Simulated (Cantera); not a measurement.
Charge: 1 mol Si3H8, 0.95 mol Cl2, 13 mol N2.

Method: chemical equilibrium by Gibbs-energy minimisation in Cantera with the NASA 1993 tables (ideal gas, pure condensed phases). Candidate condensed phases: NH4Cl, Si, Si3N4; 28 gas species. The feed counts by its element totals alone. N2 is the only nitrogen source here; it is nearly inert below about 1500 K, so the nitride shown seldom forms there in practice. The tables' values for SiCl3 are old estimates. Equilibrium is a limit: real reactors are often held back by kinetics, nucleation or transport.

What condenses at these points (T in K, P in Pa): (1725, 100); (1725, 980); (1325, 100); (1525, 9600); (1675, 980)?


```
T (K)  P in Pa  condensed phases  Si condensed (%)
-----  -------  ----------------  ----------------
1725       100                Si              80.4
1725       980             Si3N4              84.4
1325       100             Si3N4              98.7
1525      9600             Si3N4              98.4
1675       980             Si3N4              87.2
```
